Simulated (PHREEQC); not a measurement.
0.28 g of hydrous ferric oxide (600 m²/g; 0.2 weak and 0.005 strong sites per Fe, Dzombak-Morel constants, diffuse double layer) in 1 kg of water with 0.05 mol/kgw of an inert sodium salt and 0.029 mmol/kgw Na2SeO4 and 0.0011 mmol/kgw Na2SeO3, at 25 °C; the pH is set by adding NaOH or the inert anion's acid. The system is closed to oxygen. The system is closed to CO2. Nothing may precipitate in this run.

All values are PHREEQC results (ion-association model, wateq4f.dat), not measurements.

**Question.** Predict surface charge σ (C/m²), surface potential ψ (mV) at pH = 3.67, 9.67, 11.

**Answer.** 
| pH | surface charge σ (C/m²) | surface potential ψ (mV) |
|---|---|---|
| 3.67 | 0.294 | 160 |
| 9.67 | -0.055 | -76 |
| 11 | -0.158 | -128 |

The database's selenite sorption wasn't checked against measurements; a fall in acid may be a fault of its surface constants. The oxide is taken as insoluble; below pH 4 it would dissolve.
